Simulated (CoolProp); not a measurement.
A simple Rankine cycle with n-hexane: condensing at 291.15 K, boiler at 0.298 MPa, turbine inlet 395.7 K, turbine efficiency 0.7, pump efficiency 0.8, no recuperator. Each further row changes one setting.

Computed with CoolProp (reference Helmholtz-energy equation of state, Thol 2019).

| case | thermal efficiency (%) | net work (kJ/kg) | heat in (kJ/kg) | turbine exit temperature (K) | volume ratio over the turbine |
|---|---|---|---|---|---|
| as stated | 12.9 | 71.3 | 555 | 354.4 | 19.7 |
| turbine inlet 415.7 K | 12.6 | 75.8 | 599 | 374.8 | 19.6 |
| condensing temperature 283.15 K | 14.0 | 79.9 | 572 | 349.8 | 28.5 |
| boiler pressure 0.209 MPa | 11.5 | 64.3 | 559 | 360.1 | 13.6 |
| turbine efficiency 0.6 | 11.0 | 61.1 | 555 | 359.7 | 20.0 |
